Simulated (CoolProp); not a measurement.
A single-stage vapour-compression cycle with cyclopropane: evaporating at 321.15 K (dew point), condensing at 390.15 K (bubble point), superheat 2 K, subcooling 0 K, compressor efficiency 0.65, no pressure losses. Each further row changes one setting.

Values from CoolProp's reference Helmholtz-energy equation of state, Polt 1992. This equation is an older, rougher fit; its heat capacities, sound speeds and derivatives of the liquid may be far off and weren't checked against measurements.

```tsv
case	cooling COP	pressure ratio	discharge temperature (K)	refrigerating effect (kJ/kg)	volumetric capacity (kJ/m³)
as stated	1.43	3.79	416.2	151	3750
evaporating temperature 326.15 K	1.61	3.38	414.1	155	[?]
condensing temperature 385.15 K	1.75	[?]	410.2	175	[?]
subcooling 5 K	1.69	3.79	416.2	[?]	4430
superheat 12 K	1.51	3.79	425.3	[?]	3980
compressor efficiency 0.55	1.21	3.79	422.9	151	3750
```

Q: What belongs in the gaps?

A: 
- evaporating temperature 326.15 K, volumetric capacity (kJ/m³): 4310
- condensing temperature 385.15 K, pressure ratio: 3.49
- condensing temperature 385.15 K, volumetric capacity (kJ/m³): 4320
- subcooling 5 K, refrigerating effect (kJ/kg): 179
- superheat 12 K, refrigerating effect (kJ/kg): 170
